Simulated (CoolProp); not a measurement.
2000 sccm (0 °C, 1 atm) of nitrogen bubbles through liquid R1224YDZ at 273.9 K and leaves saturated at a total pressure of 0.15 MPa (ideal gas phase). Each further row changes one setting.

Computed with CoolProp (reference Helmholtz-energy equation of state, Akasaka 2023).

| case | vapour pressure (kPa) | mole fraction of vapour | delivery (mg/min) | delivery (sccm) | change of delivery for a bath 1 K warmer (%) |
|---|---|---|---|---|---|
| as stated | 56.9 | 0.379 | 8090 | [?] | [?] |
| bath temperature 278.9 K | 70.4 | 0.469 | [?] | 1770 | 8.3 |
| total pressure 0.3 MPa | 56.9 | 0.190 | 3100 | 468 | 5.5 |

Q: Complete the blanks.

A: 
- as stated, delivery (sccm): 1220
- as stated, change of delivery for a bath 1 K warmer (%): 7.3
- bath temperature 278.9 K, delivery (mg/min): 11700
